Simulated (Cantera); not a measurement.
Input: 1 mol AlCl₃, 0.91 mol N₂, 230 mol H₂, 5 mol HCl, equilibrated at 0.160 bar.

Points: T (K) = 648, 698, 748, 798, 848, 898, 948, 998, 1048, 1098, 1148.

Cantera's Mixture.equilibrate('TP', solver="vcs", rtol=1e-11, max_steps=5000) on the NASA tables stopped like this:

```
ERROR: FAILURE its = 5001!

*******************************************************************************
CanteraError thrown by MultiPhase::equilibrate:
VCS solver failed. Return code: -1
*******************************************************************************
```

Q: What got this run through?

A: Several could match; the one computed here: The failure is numerical, not chemical. The same input converged with solver="gibbs", rtol=1e-10, max_steps=50000, and the result passed a check of the equilibrium conditions:
```
log10 of partial pressures in bar; condensed amounts in mol
       T/K        H2       HCL        N2     ALCL3    ALN(s)
       648    -0.810    -2.355    -3.368    -3.538    0.5146
       698    -0.810    -2.359    -3.355    -3.479    0.4938
       748    -0.810    -2.366    -3.340    -3.440    0.4575
       798    -0.810    -2.374    -3.327    -3.408    0.4203
       848    -0.810    -2.381    -3.316    -3.382     0.385
       898    -0.810    -2.388    -3.306    -3.359    0.3524
       948    -0.810    -2.395    -3.297    -3.340    0.3224
       998    -0.810    -2.401    -3.289    -3.322    0.2949
      1048    -0.810    -2.406    -3.281    -3.307    0.2696
      1098    -0.809    -2.412    -3.275    -3.294    0.2464
      1148    -0.809    -2.416    -3.269    -3.282    0.2247
```

The gas is ideal and each condensed phase is pure.
